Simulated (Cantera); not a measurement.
## Gas-phase reforming

An isothermal, constant-pressure homogeneous reactor starts with CH4 : H2O : H2 = 1 : 0.81 : 0.27 (molar parts), at 2175 K and 1.00 atm.

Computed with Cantera and GRI-Mech 3.0 (53 species, 325 reactions).

| t (s) | x CH4 | x H2O | x H2 | x HO2 | x OH |
|---|---|---|---|---|---|
| 1.00e-6 | 0.472 | 0.388 | 0.133 | 2.63e-12 | 4.75e-5 |
| 3.55e-6 | 0.442 | 0.383 | 0.148 | 3.73e-11 | 0.000145 |
| 1.26e-5 | 0.286 | 0.347 | 0.277 | 1.85e-10 | 0.000262 |
| 4.46e-5 | 0.113 | 0.286 | 0.464 | 1.62e-10 | 0.000217 |
| 0.000158 | 0.0370 | 0.247 | 0.554 | 1.49e-10 | 0.000198 |
| 0.000562 | 0.0156 | 0.198 | 0.607 | 1.10e-10 | 0.000165 |
| 0.00199 | 0.0106 | 0.121 | 0.667 | 3.78e-11 | 9.67e-5 |
| 0.00707 | 0.00569 | 0.0477 | 0.725 | 5.50e-12 | 3.65e-5 |
| 0.0251 | 0.00219 | 0.00889 | 0.755 | <1e-12 | 6.68e-6 |
| 0.0890 | 0.000687 | 0.000167 | 0.763 | <1e-12 | 1.25e-7 |
| 0.316 | 0.000612 | 2.61e-6 | 0.763 | <1e-12 | 1.96e-9 |
| 1.12 | 0.000612 | 2.61e-6 | 0.763 | <1e-12 | 1.96e-9 |
| 3.97 | 0.000612 | 2.61e-6 | 0.763 | <1e-12 | 1.96e-9 |
| 14.1 | 0.000612 | 2.61e-6 | 0.763 | <1e-12 | 1.96e-9 |
| 50.0 | 0.000612 | 2.61e-6 | 0.763 | <1e-12 | 1.96e-9 |
x: mole fraction; the columns are a selection and need not sum to one.

Equilibrium at this temperature and pressure: CH4 0.000612, H2O 2.62e-6, H2 0.763, HO2 <1e-12, OH 1.97e-9 (gas phase only).
